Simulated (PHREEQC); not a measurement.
Make-up at 25 °C: 0.057 mol Cu(NO3)2, 0.00061 mol HNO3 and 0.075 mol NaCl per kg of water. Closed to the air; pH follows from the charge balance.

Equilibrium calculation in PHREEQC: ion-association model, phreeqc.dat.

**Question.** The ionic strength comes out as 0.240 mol/kgw. What activity coefficients do Na+, NO3-, CuCl+, Cl-, Cu+2 get?

**Answer.** Na+ 0.74, NO3- 0.68, CuCl+ 0.70, Cl- 0.70, Cu+2 0.31.

Precipitation was switched off in this run. Species that the database lacks are ignored.
